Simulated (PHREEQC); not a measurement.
0.96 g of hydrous ferric oxide (600 m²/g; 0.2 weak and 0.005 strong sites per Fe, Dzombak-Morel constants, diffuse double layer) in 1 kg of water with 0.1 mol/kgw of an inert sodium salt and 2.8e-05 mol/kgw NaF and 1.3e-05 mol/kgw MnCl2, at 25 °C; the pH is set by adding NaOH or the inert anion's acid. No oxygen is let in. No CO2 enters from the air. Nothing may precipitate in this run.

Equilibrium calculation in PHREEQC: ion-association model, wateq4f.dat.

Q: Predict F sorbed (%), surface charge σ (C/m²), surface potential ψ (mV) at pH = 7.33, 8, 8.67, 9.33, 11.33.

A: 
```tsv
pH	F sorbed (%)	surface charge σ (C/m²)	surface potential ψ (mV)
7.33	19.1	0.030	38
8	6.3	0.004	6
8.67	1.8	-0.020	-27
9.33	0.5	-0.050	-57
11.33	0.0	-0.227	-128
```
